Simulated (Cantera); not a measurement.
An adiabatic, constant-volume homogeneous reactor starts with C3H8 : O2 : N2 : CO2 = 1 : 6.02 : 22.7 : 2.9 (molar parts), equivalence ratio 0.83, at 1650 K and 16.8 atm.

Model: GRI-Mech 3.0 (53 species, 325 reactions), integrated in Cantera. GRI-Mech 3.0 was tuned for natural gas; its chemistry of propane as a main component is partial and can be far from experiment. The pressure lies above the range GRI-Mech 3.0 was tuned for (to about 10 atm).

x: mole fraction; the columns are a selection and need not sum to one.

```csv
t (s),T (K),P (bar),x C3H8,x O2,x CO2,x NO2,x CH4,x NO,x HCO
7.00e-6,2993,32.7,<1e-12,0.0446,0.132,?,<1e-12,0.000785,1.69e-7
1.39e-5,2998,32.7,<1e-12,0.0432,0.133,?,<1e-12,0.00272,1.61e-7
2.75e-5,2992,32.7,<1e-12,0.0417,0.134,?,<1e-12,0.00600,1.59e-7
5.45e-5,2984,32.6,<1e-12,0.0396,0.134,?,<1e-12,0.0106,1.56e-7
0.000108,2977,32.5,<1e-12,0.0376,0.134,?,<1e-12,0.0150,1.53e-7
0.000214,2973,32.4,<1e-12,0.0366,0.134,2.40e-5,<1e-12,0.0172,1.52e-7
0.000424,2972,32.4,<1e-12,0.0364,0.134,2.44e-5,<1e-12,0.0175,1.52e-7
0.000840,2972,32.4,<1e-12,0.0364,0.134,2.44e-5,<1e-12,0.0175,1.52e-7
0.00167,2972,32.4,<1e-12,0.0364,0.134,2.44e-5,<1e-12,0.0175,1.52e-7
0.00330,2972,32.4,<1e-12,0.0364,0.134,2.44e-5,<1e-12,0.0175,1.52e-7
0.00654,2972,32.4,<1e-12,0.0364,0.134,2.44e-5,<1e-12,0.0175,1.52e-7
0.0130,2972,32.4,<1e-12,0.0364,0.134,2.44e-5,<1e-12,0.0175,1.52e-7
0.0257,2972,32.4,<1e-12,0.0364,0.134,2.44e-5,<1e-12,0.0175,1.52e-7
0.0509,2972,32.4,<1e-12,0.0364,0.134,2.44e-5,<1e-12,0.0175,1.52e-7
0.101,2972,32.4,<1e-12,0.0364,0.134,2.44e-5,<1e-12,0.0175,1.52e-7
0.200,2972,32.4,<1e-12,0.0364,0.134,2.44e-5,<1e-12,0.0175,1.52e-7
```

### Question
What belongs in the gaps?

### Answer

- 7.00e-6, x NO2: 1.22e-6
- 1.39e-5, x NO2: 4.09e-6
- 2.75e-5, x NO2: 8.88e-6
- 5.45e-5, x NO2: 1.53e-5
- 0.000108, x NO2: 2.12e-5
